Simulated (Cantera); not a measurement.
Feed: 1 mol CaCO3, 0.093 mol H2, equilibrated at 0.800 bar.

Equilibrium computed with Cantera from the NASA thermochemical tables; the gas is ideal and each condensed phase is pure. Candidate condensed phases: C, C6H6, C7H8, C8H18, Ca, CaCO3, CaO, Ca(OH)2, H2O; 115 gas species. The numbers say what is thermodynamically allowed, not how fast it happens. All values below are at 1950 K.

Base state: CO2 0.831, CO 0.0834, H2O 0.0830, H2 0.00189, OH 0.000222, O2 9.20e-5, H 5.58e-5 (mole fractions); condensed: CaO(s).

What changes in the equilibrium state with this change: H2 from 0.093 to 0.28 mol?


| species | before | after |
|---|---|---|
| CO2 | 0.831 | 0.578 |
| CO | 0.0834 | 0.203 |
| H2O | 0.0830 | 0.202 |
| H2 | 0.00189 | 0.0161 |
| Ca(OH)2 | 5.68e-6 | 1.39e-5 |
| O2 | 9.20e-5 | 7.56e-6 |
| H | 5.58e-5 | 0.000163 |
| CaO(s), mol | 1.000 | 1.000 |
